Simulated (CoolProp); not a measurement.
Properties of hexamethyldisiloxane (MM) along the isotherm 452.7 K (Tc = 518.7 K, pc = 19.31 bar, ω = 0.418).

Model: reference Helmholtz-energy equation of state, Thol 2016, in CoolProp.

```json
[
 {"p (bar)": "0.611", "phase": "gas", "cp (kJ/(kg K))": "1.909", "isothermal compressibility (1/MPa)": "16.68"},
 {"p (bar)": "1.09", "phase": "gas", "cp (kJ/(kg K))": "1.917", "isothermal compressibility (1/MPa)": "9.499"},
 {"p (bar)": "1.93", "phase": "gas", "cp (kJ/(kg K))": "1.931", "isothermal compressibility (1/MPa)": "5.532"},
 {"p (bar)": "3.43", "phase": "gas", "cp (kJ/(kg K))": "1.965", "isothermal compressibility (1/MPa)": "3.326"},
 {"p (bar)": "6.11", "phase": "gas", "cp (kJ/(kg K))": "2.072", "isothermal compressibility (1/MPa)": "2.248"},
 {"p (bar)": "10.9", "phase": "liquid", "cp (kJ/(kg K))": "2.401", "isothermal compressibility (1/MPa)": "0.01663"},
 {"p (bar)": "19.3", "phase": "liquid", "cp (kJ/(kg K))": "2.373", "isothermal compressibility (1/MPa)": "0.01423"},
 {"p (bar)": "34.3", "phase": "liquid", "cp (kJ/(kg K))": "2.338", "isothermal compressibility (1/MPa)": "0.01144"},
 {"p (bar)": "61.1", "phase": "liquid", "cp (kJ/(kg K))": "2.300", "isothermal compressibility (1/MPa)": "0.008615"},
 {"p (bar)": "109", "phase": "liquid", "cp (kJ/(kg K))": "2.263", "isothermal compressibility (1/MPa)": "0.006108"},
 {"p (bar)": "193", "phase": "liquid", "cp (kJ/(kg K))": "2.231", "isothermal compressibility (1/MPa)": "0.004141"}
]
```
